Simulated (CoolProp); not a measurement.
The fluoroketone C6F12O (FK-5-1-12) along the isotherm 500 K: density (kg/m³) from the reference equation and from simpler models built on Tc = 441.8 K, pc = 1.869 MPa, ω = 0.471; each cubic takes its own stable root.

Values from CoolProp's reference Helmholtz-energy equation of state, McLinden 2015.

```csv
p (MPa),phase,reference
1.25,gas,112.4
2.49,supercritical,282.7
3.74,supercritical,549.2
4.98,supercritical,756.3
6.23,supercritical,867.7
7.48,supercritical,938.6
8.72,supercritical,989.6
9.97,supercritical,1030
11.2,supercritical,1062
12.5,supercritical,1091
13.7,supercritical,1115
15,supercritical,1137
16.2,supercritical,1156
17.4,supercritical,1172
18.7,supercritical,1189
```

**Question.** How far does each simpler model (van der Waals, Peng-Robinson) lie from the reference over these 15 states: mean and median of the absolute difference, and the worst?

**Answer.** 
- van der Waals: mean 16.3 %, median 19.0 %, worst -21.1 % at 500 K and 18.7 MPa
- Peng-Robinson: mean 3.9 %, median 4.1 %, worst +7.5 % at 500 K and 18.7 MPa
